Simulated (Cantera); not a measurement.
Cantera run:

```python
import numpy as np
import cantera as ct

gas_names = """
    O
""".split()
cond_names = """
    Ti4O7(s) Ti4O7(L) Ti2O3(a) Ti2O3(b) Ti2O3(L)
""".split()


# ... load() reads the species with a 1 bar reference pressure and builds the phases ...
species = {s.name: s for s in load("nasa_gas.yaml", gas_names) + load("nasa_condensed.yaml", cond_names)}
# Each term lists the table entries of one substance; the one whose range holds T is used.
reactions = {
    'Ti4O7 = O(g) + 2 Ti2O3':
        [(-1, ['Ti4O7(s)', 'Ti4O7(L)']), (1, ['O']), (2, ['Ti2O3(a)', 'Ti2O3(b)', 'Ti2O3(L)'])],
}


def pick(names, T):
    return next(species[n] for n in names if species[n].thermo.min_temp <= T <= species[n].thermo.max_temp)


results = []
for label, terms in reactions.items():
    print(label)
    print("     T/K   dH/kJ  dS/(J/K)   dG/kJ   log10 K")
    for T in [723, 773, 823, 873, 923, 973, 1023, 1073, 1123, 1173, 1223]:
        used = [(nu, pick(names, T)) for nu, names in terms]
        dH = sum(nu * s.thermo.h(T) for nu, s in used) / 1e6
        dS = sum(nu * s.thermo.s(T) for nu, s in used) / 1e3
        dG = dH - T * dS / 1e3
        logK = -dG * 1e6 / (ct.gas_constant * T * np.log(10))
        results.append((label, T, dH, dS, dG, logK, [s.name for _, s in used]))
        print(f"{T:8g} {dH:8.1f} {dS:8.1f} {dG:8.1f} {logK:8.2f}")
```

It prints:

```
Ti4O7 = O(g) + 2 Ti2O3
     T/K   dH/kJ  dS/(J/K)   dG/kJ   log10 K
     723    623.1    139.1    522.5   -37.75
     773    624.1    140.6    515.5   -34.83
     823    625.2    141.9    508.4   -32.27
     873    626.2    143.1    501.3   -29.99
     923    627.2    144.2    494.1   -27.96
     973    628.2    145.2    486.9   -26.14
    1023    629.1    146.1    479.6   -24.49
    1073    630.0    147.0    472.3   -22.99
    1123    630.9    147.8    464.9   -21.62
    1173    631.7    148.5    457.5   -20.37
    1223    632.6    149.2    450.1   -19.22
```

Standard-state values (1 bar) from the NASA 1993 polynomials, evaluated with Cantera. Condensed species are held in their standard states even where they would react or evaporate.
